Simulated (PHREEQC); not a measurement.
# Nickel, zinc or cadmium bath: speciation

Solution (25 °C): 53 mmol/kgw NiCl2, 0.44 mmol/kgw Na2SO4 and 0.054 mmol/kgw H2SO4. Closed to the air; pH follows from the charge balance.

Equilibrium calculation in PHREEQC: ion-association model, wateq4f.dat.

Precipitation was switched off in this run.

Question: Estimate the pH, ionic strength.

Answer: pH 4.06; ionic strength 0.149 mol/kgw.

Question: In which forms is Ni present?

Answer: Ni+2 91 %, NiCl+ 7.4 %, NiCl2 1.5 % of the Ni.
